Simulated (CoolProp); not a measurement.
A single-stage vapour-compression cycle with the fluid: evaporating at 280.15 K (dew point), condensing at 309.15 K (bubble point), superheat 5 K, subcooling 8 K, compressor efficiency 0.8, no pressure losses. The same conditions are run with several fluids, on thermodynamics alone (safety and materials aside).

Model: reference Helmholtz-energy equation of state of each fluid (R115: Lemmon 2016; R22: Kamei 1995; R123: Younglove 1994; R236FA: Pan 2012; C3F8 (R218): Lemmon 2006; vinyl chloride: Thol 2022), in CoolProp.

Rank R115, R22, R123, R236FA, C3F8 (R218), vinyl chloride by cooling COP, highest first.

R123 (7.38), vinyl chloride (7.26), R236FA (7.19), R22 (6.98), R115 (6.77), C3F8 (R218) (6.53)

```tsv
fluid	pressure ratio	discharge temperature (K)	refrigerating effect (kJ/kg)	volumetric capacity (kJ/m³)
R115	2.18	312.5	86.0	3530
R22	2.24	332.9	177	4540
R123	3.03	319.7	161	472
R236FA	2.72	312.6	133	1290
C3F8 (R218)	2.23	309.2	66.9	3220
vinyl chloride	2.44	338.1	310	1910
```

The compression ends wet for: C3F8 (R218).
